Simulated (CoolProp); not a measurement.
A closed Brayton cycle with carbon dioxide: compressor inlet 326.15 K and 9 MPa, high pressure 17 MPa, turbine inlet 710 K, compressor efficiency 0.8, turbine efficiency 0.93, recuperator effectiveness 0.95 (on enthalpy, no pinch check). Each further row changes one setting.

Values from CoolProp's reference Helmholtz-energy equation of state, Span 1996.

```tsv
case	thermal efficiency (%)	net work (kJ/kg)	compressor to turbine work	compressor exit (K)	turbine exit (K)
as stated	29.0	44.5	0.41	376.9	637.3
turbine inlet 660 K	___	38.3	___	376.9	590.1
compressor inlet 336.15 K	27.9	___	___	392.0	637.3
high pressure 14.4 MPa	___	34.6	0.39	___	656.0
recuperator effectiveness 0.5	___	44.5	0.41	376.9	637.3
```

Task: What belongs in the gaps?

Result: 
- turbine inlet 660 K, thermal efficiency (%): 26.5
- turbine inlet 660 K, compressor to turbine work: 0.44
- compressor inlet 336.15 K, net work (kJ/kg): 39.6
- compressor inlet 336.15 K, compressor to turbine work: 0.47
- high pressure 14.4 MPa, thermal efficiency (%): 27.5
- high pressure 14.4 MPa, compressor exit (K): 363.4
- recuperator effectiveness 0.5, thermal efficiency (%): 15.3
